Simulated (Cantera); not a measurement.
A perfectly stirred reactor is fed with 17.1 % H2, 17.4 % O2, 65.5 % N2, at 5.00 bar; it is adiabatic with a 598 K inlet, and is followed from long to short residence time, starting on the burning branch (τ in s: 0.4, 0.16, 0.062, 0.024, 0.0096, 0.0038, 0.0015, 0.00059, 0.00023, 9.2e-05, 3.6e-05, 1.4e-05).

Cantera simulation using the H2/O2 subset of GRI-Mech 3.0, which has no nitrogen chemistry; the numbers are that mechanism's predictions, not measurements. The hydrogen kinetics of GRI-Mech 3.0 are dated; newer H2 mechanisms differ, most at raised pressure.

Task: Predict: blow-out, bracketed by the residence times tried; x(H2) at τ = 0.400 s; x(O2) at τ = 0.400 s; x(OH) at τ = 0.400 s; x(HO2) at τ = 0.400 s; x(H2O) at τ = 0.400 s; x(H2) at τ = 1.50 ms; x(O2) at τ = 1.50 ms; x(OH) at τ = 1.50 ms; x(HO2) at τ = 1.50 ms; x(H2O) at τ = 1.50 ms.

Result: 
```json
{
 "blow_out_bracketed_by_the_residence_times_tried": "burning at 14.0 µs, the shortest tried",
 "x(H2) at τ = 0.400 s": "3.35e-5",
 "x(O2) at τ = 0.400 s": "0.0968",
 "x(OH) at τ = 0.400 s": "0.000826",
 "x(HO2) at τ = 0.400 s": "1.95e-6",
 "x(H2O) at τ = 0.400 s": "0.186",
 "x(H2) at τ = 1.50 ms": "0.000561",
 "x(O2) at τ = 1.50 ms": "0.0964",
 "x(OH) at τ = 1.50 ms": "0.00239",
 "x(HO2) at τ = 1.50 ms": "1.19e-5",
 "x(H2O) at τ = 1.50 ms": "0.185"
}
```
